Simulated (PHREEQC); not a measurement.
A solution holds 3 mol MgCl2, 0.049 mol Na2SO4 and 0.00055 mol H4SiO4 per kg of water, at 20 °C. It is in equilibrium with CO2 at log p = -3.4 (atm). Otherwise closed; pH follows from the charge balance.

Equilibrium calculation in PHREEQC: Pitzer model, pitzer.dat.

| quantity | before | after |
|---|---|---|
| pH | 4.40 | 5.42 |
| CO2 (mol/kgw) | 5.39e-6 | 1.24e-5 |
| HSO4- (mol/kgw) | 2.97e-7 | 6.68e-7 |
| SI of Halite (NaCl) | -1.35 | -2.82 |
| SI of Thenardite (Na2SO4) | -4.47 | -4.76 |

Question: Name the change that produced these shifts.
(A) MgCl2 replaced by HCl at the same molality
(B) 0.18 mol/kgw HCl added
(C) H4SiO4 left out
(D) MgCl2 replaced by NaCl at the same molality
(E) MgCl2 from 3 to 0.6 mol/kgw

Answer: E, MgCl2 from 3 to 0.6 mol/kgw

Precipitation was switched off in this run. Some of these states are supersaturated (in SiO2(a), for instance). In brines, pH and single-ion activities rest on the MacInnes convention.
